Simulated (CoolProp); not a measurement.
Saturation properties of carbon dioxide.

Model: reference Helmholtz-energy equation of state, Span 1996, in CoolProp.

| T (°C) | p (MPa) | enthalpy of vaporisation (kJ/kg) | liquid cp (kJ/(kg K)) | surface tension (mN/m) | liquid conductivity (mW/(m K)) |
|---|---|---|---|---|---|
| -35.95 | 1.163 | 315.0 | 2.034 | 11.8 | 152 |
| -31.55 | 1.355 | 306.5 | 2.062 | 10.8 | 147 |
| -27.15 | 1.569 | 297.7 | 2.096 | 9.87 | 141 |
| -22.65 | 1.813 | 288.3 | 2.137 | 8.92 | 136 |
| -18.25 | 2.078 | 278.5 | 2.186 | 8.01 | 131 |
| -13.75 | 2.377 | 267.9 | 2.246 | 7.11 | 125 |
| -9.35 | 2.698 | 256.9 | 2.319 | 6.24 | 120 |
| -4.95 | 3.050 | 245.2 | 2.410 | 5.40 | 115 |

Thermal conductivity comes from a separate model (Huber 2016). Surface tension comes from a separate correlation (Mulero 2012).
